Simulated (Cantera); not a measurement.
**Adiabatic ignition**

An adiabatic, constant-pressure homogeneous reactor starts with CO : H₂ : CH₄ : O₂ : N₂ = 1 : 1.1 : 0.095 : 3.26 : 12.3 (molar parts), at 1800 K and 100000 Pa.

Model: GRI-Mech 3.0 (53 species, 325 reactions), integrated in Cantera.

```tsv
t (s)	T (K)	x CO	x H₂	x CH₄	x H₂O₂	x C₂H₆
9.00e-6	1845	0.0575	0.0381	0.00171	3.69e-7	5.25e-7
2.32e-5	1984	0.0367	0.00602	<1e-12	2.88e-7	<1e-12
5.96e-5	2161	0.0232	0.00562	<1e-12	1.72e-7	<1e-12
0.000153	2360	0.0178	0.00386	<1e-12	1.11e-7	<1e-12
0.000394	2520	0.0114	0.00220	<1e-12	1.36e-7	<1e-12
0.00101	2570	0.00882	0.00167	<1e-12	1.87e-7	<1e-12
0.00261	2567	0.00865	0.00164	<1e-12	1.86e-7	<1e-12
0.00671	2560	0.00845	0.00160	<1e-12	1.82e-7	<1e-12
0.0173	2552	0.00826	0.00157	<1e-12	1.78e-7	<1e-12
0.0444	2551	0.00822	0.00156	<1e-12	1.77e-7	<1e-12
0.114	2551	0.00822	0.00156	<1e-12	1.77e-7	<1e-12
0.294	2551	0.00822	0.00156	<1e-12	1.77e-7	<1e-12
0.756	2551	0.00822	0.00156	<1e-12	1.77e-7	<1e-12
1.94	2551	0.00822	0.00156	<1e-12	1.77e-7	<1e-12
5.00	2551	0.00822	0.00156	<1e-12	1.77e-7	<1e-12
```
x: mole fraction; the columns are a selection and need not sum to one.

| Property | Result |
|---|---|
| time of steepest temperature rise | 9.00 µs |
| temperature at 5.00 s | 2551 K |
| equilibrium temperature | 2551 K |
| x(CO) at 5.00 s | 0.00822 (gas-phase equilibrium 0.00822) |
| x(H₂) at 5.00 s | 0.00156 (gas-phase equilibrium 0.00156) |
| x(CH₄) at 5.00 s | <1e-12 (gas-phase equilibrium <1e-12) |
